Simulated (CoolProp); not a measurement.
Saturation properties of propane (Tc = 369.9 K, pc = 4.251 MPa, ω = 0.152).

Computed with CoolProp (reference Helmholtz-energy equation of state, Lemmon 2009).

```
T (K)  p (MPa)  enthalpy of vaporisation (kJ/kg)  liquid cp (kJ/(kg K))  vapour Z  liquid conductivity (mW/(m K))
-----  -------  --------------------------------  ---------------------  --------  ------------------------------
202.7  0.02376                             453.6                  2.135    0.9870                             147
206.8  0.03015                             449.7                  2.149    0.9844                             144
211    0.03805                             445.7                  2.164    0.9816                             141
215.1  0.04729                             441.7                  2.179    0.9784                             139
219.2  0.05822                             437.7                  2.195    0.9749                             136
223.4  0.07141                             433.5                  2.213    0.9709                             134
227.5  0.08645                             429.3                  2.230    0.9667                             132
231.6   0.1039                             425.0                  2.249    0.9620                             129
235.8   0.1244                             420.5                  2.268    0.9568                             127
```

It boils at 231.0 K under 1 atm.

Thermal conductivity comes from a separate model (Marsh 2002).
